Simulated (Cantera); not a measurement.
A closed system holds: 1 mol Si, 1.4 mol O2, 120 mol H2, at 1800 K and 13.3 mbar.

Cantera equilibrium calculation (NASA polynomials, part measured and part estimated; ideal gas, pure solids and liquids). Candidate condensed phases: H2O, Si, SiO2; 18 gas species. Rates play no part.

Base state: H2 0.974, H2O 0.0148, SiO 0.00825, H 0.00306 (mole fractions); condensed: gas only.

Task: What changes in the equilibrium state with this change: pressure from 13.3 mbar to 1 atm?

Result: 
| species | before | after |
|---|---|---|
| H2 | 0.974 | 0.992 |
| H2O | 0.0148 | 0.00697 |
| H | 0.00306 | 0.000354 |
| SiO | 0.00825 | 0.000308 |
| SiO2(condensed), mol | 0 | 0.963 |
The tables hold silica as quartz up to 1696 K and as liquid above; real silica turns to tridymite and cristobalite and melts near 1996 K.

Task: What changes in the equilibrium state with this change: pressure from 13.3 mbar to 31.0 mbar?

Result: 
```csv
species,before,after
H2,0.974,0.980
H2O,0.0148,0.0123
SiO,0.00825,0.00565
H,0.00306,0.00201
"SiO2(condensed), mol",0,0.317
```
The tables hold silica as quartz up to 1696 K and as liquid above; real silica turns to tridymite and cristobalite and melts near 1996 K.
